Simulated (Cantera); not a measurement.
An isothermal, constant-pressure homogeneous reactor starts with NH3 : H2 = 1 : 2.6 (molar parts), at 2100 K and 760 Torr.

Model: the gas-phase N/H chemistry of the illustrative SiF4/NH3 mechanism in the Surface Chemkin manual (1991), integrated in Cantera. Walls and surfaces, which speed up NH3 decomposition in real reactors, are not modelled.

x: mole fraction; the columns are a selection and need not sum to one.

```json
[
 {"t (s)": "2.00e-5", "x NH3": "0.278", "x H2": "0.722", "x N2": "3.81e-7", "x N2H2": "4.88e-8", "x N": "1.80e-8"},
 {"t (s)": "6.29e-5", "x NH3": "0.277", "x H2": "0.722", "x N2": "3.88e-5", "x N2H2": "6.57e-7", "x N": "4.13e-7"},
 {"t (s)": "0.000198", "x NH3": "0.275", "x H2": "0.723", "x N2": "0.000820", "x N2H2": "2.08e-6", "x N": "1.52e-6"},
 {"t (s)": "0.000623", "x NH3": "0.266", "x H2": "0.728", "x N2": "0.00402", "x N2H2": "2.05e-6", "x N": "1.57e-6"},
 {"t (s)": "0.00196", "x NH3": "(withheld)", "x H2": "0.742", "x N2": "(withheld)", "x N2H2": "(withheld)", "x N": "1.58e-6"},
 {"t (s)": "0.00617", "x NH3": "0.183", "x H2": "0.779", "x N2": "0.0367", "x N2H2": "1.29e-6", "x N": "1.59e-6"},
 {"t (s)": "0.0194", "x NH3": "0.0829", "x H2": "0.840", "x N2": "0.0760", "x N2H2": "4.97e-7", "x N": "1.58e-6"},
 {"t (s)": "0.0612", "x NH3": "0.0113", "x H2": "0.882", "x N2": "0.104", "x N2H2": "4.20e-8", "x N": "1.21e-6"},
 {"t (s)": "0.192", "x NH3": "0.00101", "x H2": "0.888", "x N2": "0.108", "x N2H2": "6.84e-10", "x N": "2.39e-7"},
 {"t (s)": "0.606", "x NH3": "0.000230", "x H2": "0.888", "x N2": "0.108", "x N2H2": "3.69e-11", "x N": "5.59e-8"},
 {"t (s)": "1.91", "x NH3": "(withheld)", "x H2": "0.888", "x N2": "0.109", "x N2H2": "3.59e-12", "x N": "(withheld)"},
 {"t (s)": "6.00", "x NH3": "2.11e-5", "x H2": "0.889", "x N2": "0.109", "x N2H2": "<1e-12", "x N": "5.11e-9"}
]
```

Question: Fill in the missing entries.

Answer: 
- 0.00196, x NH3: 0.243
- 0.00196, x N2: 0.0133
- 0.00196, x N2H2: 1.82e-6
- 1.91, x NH3: 6.70e-5
- 1.91, x N: 1.63e-8
